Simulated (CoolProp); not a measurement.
A Linde-Hampson liquefier for normal hydrogen: isothermal reversible compression at 250 K from 1 atm to 5 MPa, throttling to 1 atm, return gas leaving the recuperator 2 K below the feed. Each further row changes one setting.

Computed with CoolProp (reference Helmholtz-energy equation of state, Leachman 2009).

```
case                        compression work (kJ/kg of gas)
--------------------------  -------------------------------
as stated                                              4050
high pressure 10 MPa                                   4800
warm-end temperature 280 K                             4540
warm-end gap 7 K                                       4050
```
